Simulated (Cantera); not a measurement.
Input: 1 mol Si, a varied amount of HCl, 0.57 mol H2, at 923 K and 100 Torr.

Cantera equilibrium calculation (NASA polynomials, part measured and part estimated; ideal gas, pure solids and liquids). Candidate condensed phases: Si; 19 gas species. The tables' values for SiCl3 are old estimates; treat these amounts as uncertain. Equilibrium is a limit: real reactors are often held back by kinetics, nucleation or transport.

x: gas mole fraction; n: condensed amount in mol.

```tsv
n(HCl) (mol)	x H2	x SiCl4	x HCl	x SiHCl3	n Si(s)
0.51	0.849	0.105	0.00920	0.0347	0.866
0.63	0.830	0.120	0.00941	0.0379	0.834
0.78	0.811	0.136	0.00958	0.0410	0.795
0.97	0.792	0.152	0.00974	0.0440	0.745
1.2	0.774	0.167	0.00986	0.0468	(withheld)
1.5	0.756	0.183	0.00996	0.0494	(withheld)
1.8	0.742	0.194	0.0100	0.0513	(withheld)
2.3	0.725	0.209	0.0101	0.0535	(withheld)
2.8	0.712	0.220	0.0101	0.0551	(withheld)
3.5	0.700	0.231	0.0102	0.0566	(withheld)
4.3	0.657	0.251	0.0846	0.00695	(withheld)
```

Problem. What belongs in the gaps?

Solution. 
- 1.2, n Si(s): 0.685
- 1.5, n Si(s): 0.607
- 1.8, n Si(s): 0.528
- 2.3, n Si(s): 0.398
- 2.8, n Si(s): 0.268
- 3.5, n Si(s): 0.0850
- 4.3, n Si(s): 0
